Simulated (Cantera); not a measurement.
Cantera run:

```python
import numpy as np
import cantera as ct

gas_names = """
    CL CL2 H HCL H2 Si SiCL SiCL2 SiCL3 SiCL4 SiH SiHCL3 SiH2 SiH2CL2 SiH3 SiH3CL SiH4 Si2 Si3
""".split()
cond_names = """
    Si(cr) Si(L)
""".split()


def load(file, names, dense=False):
    # The tables refer to 1 bar. Condensed volumes are neglected.
    table = {s.name: s for s in ct.Species.list_from_file(file)}
    out = []
    for n in names:
        d = dict(table[n].input_data)
        d["thermo"] = dict(d["thermo"], **{"reference-pressure": 1e5})
        if dense:
            d["equation-of-state"] = {"model": "constant-volume", "density": "1e6 g/cm^3"}
        out.append(ct.Species.from_dict(d))
    return out


gas = ct.Solution(thermo="ideal-gas", species=load("nasa_gas.yaml", gas_names))
cond = {s.name: ct.Solution(thermo="fixed-stoichiometry", species=[s], name=s.name)
        for s in load("nasa_condensed.yaml", cond_names, dense=True)}
atoms = {
    'Si': {'Si': 1},
    'HCl': {'H': 1, 'CL': 1},
    'H2': {'H': 2},
}
top_T = {}  # K; cautious upper limits of use, not melting points


def equilibrate(T, P, feed):
    n = {}
    for name, mol in feed.items():
        for a, k in atoms[name].items():
            n[a] = n.get(a, 0.0) + k * mol
    gas.TPX = T, P, n
    mass = sum(n.values()) * gas.mean_molecular_weight
    gas.equilibrate("TP")
    valid = [c for c in cond.values() if c.min_temp <= T <= top_T.get(c.name, c.max_temp)]
    mix = ct.Mixture([(gas, mass / gas.mean_molecular_weight)] + [(c, 0.0) for c in valid])
    mix.T, mix.P = T, P
    mix.equilibrate("TP", solver="gibbs", rtol=1e-10, max_steps=50000)
    return mix


results = []
feed = {'Si': 1, 'HCl': 2.1, 'H2': 12}  # mol
P = 1900000  # Pa
for T in [973, 1023, 1073, 1123, 1173, 1223, 1273, 1323, 1373, 1423, 1473, 1523, 1573]:
    mix = equilibrate(T, P, feed)
    results.append((T, P, feed, dict(zip(mix.species_names, mix.species_moles))))
    x = sorted(zip(gas.X, gas.species_names), reverse=True)
    print(f"T = {T:g} K  P = {P:g} Pa  gas = {mix.phase_moles(0):.4g} mol")
    print("   x: " + "  ".join(f"{s} {v:.3e}" for v, s in x if v > 0.0001))
    print("   condensed (mol): " + ("  ".join(f"{mix.phase(i).name} {mix.phase_moles(i):.4g}"
          for i in range(1, mix.n_phases) if mix.phase_moles(i) > 1e-12) or "none"))
```

Result:

```
T = 973 K  P = 1.9e+06 Pa  gas = 13.45 mol
   x: H2 9.488e-01  SiHCL3 2.796e-02  SiCL4 1.441e-02  SiH2CL2 5.667e-03  HCL 2.748e-03  SiH3CL 2.899e-04
   condensed (mol): Si(cr) 0.3488
T = 1023 K  P = 1.9e+06 Pa  gas = 13.46 mol
   x: H2 9.478e-01  SiHCL3 2.738e-02  SiCL4 1.433e-02  SiH2CL2 5.789e-03  HCL 4.199e-03  SiH3CL 3.154e-04  SiCL3 1.498e-04
   condensed (mol): Si(cr) 0.3541
T = 1073 K  P = 1.9e+06 Pa  gas = 13.46 mol
   x: H2 9.464e-01  SiHCL3 2.671e-02  SiCL4 1.417e-02  HCL 6.152e-03  SiH2CL2 5.876e-03  SiH3CL 3.395e-04  SiCL3 2.625e-04
   condensed (mol): Si(cr) 0.3613
T = 1123 K  P = 1.9e+06 Pa  gas = 13.48 mol
   x: H2 9.446e-01  SiHCL3 2.592e-02  SiCL4 1.389e-02  HCL 8.681e-03  SiH2CL2 5.924e-03  SiCL3 4.340e-04  SiH3CL 3.617e-04  SiCL2 1.685e-04
   condensed (mol): Si(cr) 0.3706
T = 1173 K  P = 1.9e+06 Pa  gas = 13.49 mol
   x: H2 9.424e-01  SiHCL3 2.498e-02  SiCL4 1.348e-02  HCL 1.185e-02  SiH2CL2 5.927e-03  SiCL3 6.806e-04  SiH3CL 3.817e-04  SiCL2 3.389e-04
   condensed (mol): Si(cr) 0.3821
T = 1223 K  P = 1.9e+06 Pa  gas = 13.51 mol
   x: H2 9.396e-01  SiHCL3 2.387e-02  HCL 1.569e-02  SiCL4 1.291e-02  SiH2CL2 5.881e-03  SiCL3 1.016e-03  SiCL2 6.375e-04  SiH3CL 3.991e-04
   condensed (mol): Si(cr) 0.3957
T = 1273 K  P = 1.9e+06 Pa  gas = 13.54 mol
   x: H2 9.363e-01  SiHCL3 2.255e-02  HCL 2.021e-02  SiCL4 1.218e-02  SiH2CL2 5.778e-03  SiCL3 1.448e-03  SiCL2 1.128e-03  SiH3CL 4.133e-04
   condensed (mol): Si(cr) 0.4111
T = 1323 K  P = 1.9e+06 Pa  gas = 13.57 mol
   x: H2 9.324e-01  HCL 2.537e-02  SiHCL3 2.101e-02  SiCL4 1.127e-02  SiH2CL2 5.612e-03  SiCL3 1.972e-03  SiCL2 1.887e-03  SiH3CL 4.238e-04
   condensed (mol): Si(cr) 0.4277
T = 1373 K  P = 1.9e+06 Pa  gas = 13.6 mol
   x: H2 9.281e-01  HCL 3.107e-02  SiHCL3 1.924e-02  SiCL4 1.018e-02  SiH2CL2 5.379e-03  SiCL2 2.991e-03  SiCL3 2.566e-03  SiH3CL 4.301e-04
   condensed (mol): Si(cr) 0.445
T = 1423 K  P = 1.9e+06 Pa  gas = 13.65 mol
   x: H2 9.234e-01  HCL 3.715e-02  SiHCL3 1.726e-02  SiCL4 8.947e-03  SiH2CL2 5.078e-03  SiCL2 4.504e-03  SiCL3 3.191e-03  SiH3CL 4.319e-04
   condensed (mol): Si(cr) 0.462
T = 1473 K  P = 1.9e+06 Pa  gas = 13.69 mol
   x: H2 9.184e-01  HCL 4.342e-02  SiHCL3 1.513e-02  SiCL4 7.612e-03  SiCL2 6.453e-03  SiH2CL2 4.712e-03  SiCL3 3.789e-03  SiH3CL 4.287e-04
   condensed (mol): Si(cr) 0.4778
T = 1523 K  P = 1.9e+06 Pa  gas = 13.74 mol
   x: H2 9.134e-01  HCL 4.962e-02  SiHCL3 1.290e-02  SiCL2 8.808e-03  SiCL4 6.246e-03  SiCL3 4.292e-03  SiH2CL2 4.291e-03  SiH3CL 4.206e-04
   condensed (mol): Si(cr) 0.4918
T = 1573 K  P = 1.9e+06 Pa  gas = 13.79 mol
   x: H2 9.085e-01  HCL 5.549e-02  SiCL2 1.147e-02  SiHCL3 1.070e-02  SiCL4 4.930e-03  SiCL3 4.638e-03  SiH2CL2 3.830e-03  SiH3CL 4.078e-04
   condensed (mol): Si(cr) 0.5034
```

Cantera equilibrium calculation (NASA polynomials, part measured and part estimated; ideal gas, pure solids and liquids). The tables' values for SiCl3 are old estimates; treat these amounts as uncertain. Gases not in the tables: Si2H6 and higher silanes.
